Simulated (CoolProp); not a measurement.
Vapour-liquid equilibrium of 1-butene (1) + n-butane (2) at 272.8 K; x and y are mole fractions of (1).

Values from CoolProp's multi-fluid Helmholtz-energy mixture model, Lemmon 2005 and Bücker 2006; pair parameters Bell 2016.

### Question
Give the bubble pressure and the first vapour's composition at x = 0.35, 0.65, 0.875. Is there an azeotrope?

### Answer
x = 0.35: 0.1116 MPa, y = 0.404; x = 0.65: 0.1195 MPa, y = 0.696; x = 0.875: 0.1246 MPa, y = 0.893. No azeotrope shows between x = 0.05 and 0.95.

Pair parameters are fitted to limited data, so mixtures are less certain than the pure fluids.
